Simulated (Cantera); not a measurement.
An adiabatic, constant-volume homogeneous reactor starts with CH4 : O2 : N2 = 1 : 0.8 : 3.01 (molar parts), at 1448 K and 13500 Torr. Integrator tolerance rtol = 1e-08.

Detailed kinetics in Cantera: GRI-Mech 3.0 (53 species, 325 reactions). The pressure lies above the range GRI-Mech 3.0 was tuned for (to about 10 atm).

Q: What does this change do: pressure from 13500 Torr to 760 Torr?

A: 
```json
[
 {"quantity": "time of steepest temperature rise", "before": "0.259 ms", "after": "2.92 ms"},
 {"quantity": "temperature at 0.100 s", "before": "2530 K", "after": "2485 K"},
 {"quantity": "equilibrium temperature", "before": "2530 K", "after": "2485 K"},
 {"quantity": "x(CH4) at 0.100 s", "before": "1.08e-7 (gas-phase equilibrium 1.20e-7)", "after": "3.81e-10 (gas-phase equilibrium 4.29e-10)"},
 {"quantity": "x(O2) at 0.100 s", "before": "1.69e-7 (gas-phase equilibrium 1.69e-7)", "after": "1.99e-6 (gas-phase equilibrium 1.99e-6)"},
 {"quantity": "x(C2H2) at 0.100 s", "before": "3.60e-10 (gas-phase equilibrium 4.00e-10)", "after": "1.11e-12 (gas-phase equilibrium 1.24e-12)"},
 {"quantity": "x(HCO) at 0.100 s", "before": "1.89e-6 (gas-phase equilibrium 1.89e-6)", "after": "3.87e-7 (gas-phase equilibrium 3.87e-7)"},
 {"quantity": "x(N2O) at 0.100 s", "before": "4.83e-9 (gas-phase equilibrium 4.83e-9)", "after": "3.59e-9 (gas-phase equilibrium 3.59e-9)"},
 {"quantity": "x(H) at 0.100 s", "before": "0.00226 (gas-phase equilibrium 0.00226)", "after": "0.00782 (gas-phase equilibrium 0.00782)"},
 {"quantity": "x(H2O2) at 0.100 s", "before": "1.75e-9 (gas-phase equilibrium 1.75e-9)", "after": "1.27e-9 (gas-phase equilibrium 1.27e-9)"}
]
```

Q: What does this change do: pressure from 13500 Torr to 3750 Torr?

A: 
| quantity | before | after |
|---|---|---|
| time of steepest temperature rise | 0.259 ms | 0.834 ms |
| temperature at 0.100 s | 2530 K | 2515 K |
| equilibrium temperature | 2530 K | 2515 K |
| x(CH4) at 0.100 s | 1.08e-7 (gas-phase equilibrium 1.20e-7) | 8.54e-9 (gas-phase equilibrium 9.62e-9) |
| x(O2) at 0.100 s | 1.69e-7 (gas-phase equilibrium 1.69e-7) | 5.35e-7 (gas-phase equilibrium 5.35e-7) |
| x(C2H2) at 0.100 s | 3.60e-10 (gas-phase equilibrium 4.00e-10) | 2.73e-11 (gas-phase equilibrium 3.07e-11) |
| x(HCO) at 0.100 s | 1.89e-6 (gas-phase equilibrium 1.89e-6) | 9.51e-7 (gas-phase equilibrium 9.51e-7) |
| x(N2O) at 0.100 s | 4.83e-9 (gas-phase equilibrium 4.83e-9) | 4.40e-9 (gas-phase equilibrium 4.40e-9) |
| x(H) at 0.100 s | 0.00226 (gas-phase equilibrium 0.00226) | 0.00402 (gas-phase equilibrium 0.00402) |
| x(H2O2) at 0.100 s | 1.75e-9 (gas-phase equilibrium 1.75e-9) | 1.58e-9 (gas-phase equilibrium 1.58e-9) |
